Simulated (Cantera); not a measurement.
Feed: 1 mol SiH₄, 0.23 mol CO₂, 16 mol N₂O, at 750 K and 33000 Pa.

Equilibrium computed with Cantera from the NASA thermochemical tables; the gas is ideal and each condensed phase is pure. Candidate condensed phases: C, C₆H₆, C₇H₈, C₈H₁₈, H₂O, Si, SiC, SiO₂, Si₂N₂O, Si₃N₄; 151 gas species. Rates play no part.

Task: What is the equilibrium state?

Result: 
| Property | Value |
|---|---|
| x(N₂) | 0.660 |
| x(O₂) | 0.248 |
| x(H₂O) | 0.0825 |
| x(CO₂) | 0.00949 |
| n(SiO₂(α-quartz)) | 1.00 mol |
| gas amount | 24.23 mol |
| log10 activity of C(graphite) (absent) | -28.96 |
| log10 activity of Si(s) (absent) | -52.84 |
